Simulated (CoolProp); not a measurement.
Vapour-liquid equilibrium of R152A (1) + isobutene (2) at -1.45 °C; x and y are mole fractions of (1).

Values from CoolProp's multi-fluid Helmholtz-energy mixture model, Outcalt 1996 and Lemmon 2005; pair parameters Bell 2016.

```tsv
x	bubble pressure (kPa)	y at the bubble point	dew pressure at overall composition x (kPa)	liquid density (mol/L)
0.05	149.7	0.195	130.8	11.16
0.2	198.9	0.461	150.5	11.51
0.35	226.2	0.578	175.8	11.91
0.5	242.5	0.656	207.9	12.38
0.65	252.7	0.726	241.4	12.92
0.8	257.8	0.811	257.5	13.55
0.95	254.7	0.938	254.0	14.30
```

y crosses x between x = 0.8 and 0.95: the model has an azeotrope there.

Pair parameters are fitted to limited data, so mixtures are less certain than the pure fluids.
